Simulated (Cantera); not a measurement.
Input: 1 mol SiCl4, 0.83 mol N2, equilibrated at 1250 K.

Equilibrium computed with Cantera from the NASA thermochemical tables; the gas is ideal and each condensed phase is pure. Candidate condensed phases: Si, Si3N4; 13 gas species. The tables' values for SiCl3 are old estimates; treat these amounts as uncertain. The numbers say what is thermodynamically allowed, not how fast it happens.

x: gas mole fraction; nothing condenses.

| P (Pa) | x SiCl4 | x N2 | x Cl | x SiCl3 | x SiCl2 | x Cl2 |
|---|---|---|---|---|---|---|
| 5 | 0.537 | 0.451 | 0.00636 | 0.00559 | 0.000417 | ? |
| 36 | 0.543 | 0.453 | 0.00227 | 0.00220 | 6.39e-5 | 3.04e-5 |
| 260 | 0.545 | 0.453 | 0.000815 | 0.000852 | 9.54e-6 | 2.83e-5 |
| 1900 | 0.546 | 0.453 | 0.000285 | 0.000333 | 1.46e-6 | ? |
| 14000 | 0.546 | 0.453 | 9.50e-5 | 0.000136 | 2.43e-7 | ? |
| 100000 | 0.546 | 0.454 | 3.02e-5 | 6.00e-5 | 4.71e-8 | ? |

Complete the blanks.


- 5, x Cl2: 3.32e-5
- 1900, x Cl2: 2.54e-5
- 14000, x Cl2: 2.08e-5
- 100000, x Cl2: 1.50e-5
